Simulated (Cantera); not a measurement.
SiCl₄ + N₂O + H₂ (silicon oxide and oxynitride deposition)

Feed: 1 mol SiCl₄, 7.8 mol N₂O, 2.8 mol H₂, equilibrated at 20.0 mbar.

Cantera equilibrium calculation (NASA polynomials, part measured and part estimated; ideal gas, pure solids and liquids). Candidate condensed phases: H₂O, NH₄Cl, Si, SiO₂, Si₂N₂O, Si₃N₄; 47 gas species. The tables hold silica as quartz up to 1696 K and as liquid above; real silica turns to tridymite and cristobalite and melts near 1996 K. Equilibrium is a limit: real reactors are often held back by kinetics, nucleation or transport.

At 800 K the condensed part is SiO₂(α-quartz). From 850 K to 1350 K the condensed part is SiO₂(β-quartz).

```csv
T (K),log p N₂,log p HCl,log p O₂,log p H₂O,log p Cl₂,log p Cl,n SiO₂(α-quartz),n SiO₂(β-quartz)
800,-1.98,-2.42,-2.53,-2.72,-3.09,-6.57,1.00,0
850,-1.98,-2.39,-2.52,-2.77,-3.19,-6.15,0,1.00
900,-1.98,-2.36,-2.51,-2.80,-3.30,-5.78,0,1.00
950,-1.98,-2.34,-2.50,-2.83,-3.41,-5.46,0,1.00
1000,-1.98,-2.33,-2.50,-2.86,-3.51,-5.17,0,1.00
1050,-1.98,-2.32,-2.49,-2.88,-3.62,-4.91,0,1.00
1100,-1.98,-2.31,-2.49,-2.90,-3.72,-4.68,0,1.00
1150,-1.98,-2.30,-2.49,-2.91,-3.82,-4.47,0,1.00
1200,-1.98,-2.30,-2.49,-2.92,-3.91,-4.28,0,1.00
1250,-1.99,-2.30,-2.49,-2.92,-4.01,-4.11,0,1.00
1300,-1.99,-2.30,-2.49,-2.92,-4.10,-3.96,0,1.00
1350,-1.99,-2.30,-2.49,-2.92,-4.20,-3.82,0,1.00
```
log p: log10 of the partial pressure in bar; n: condensed amount in mol.
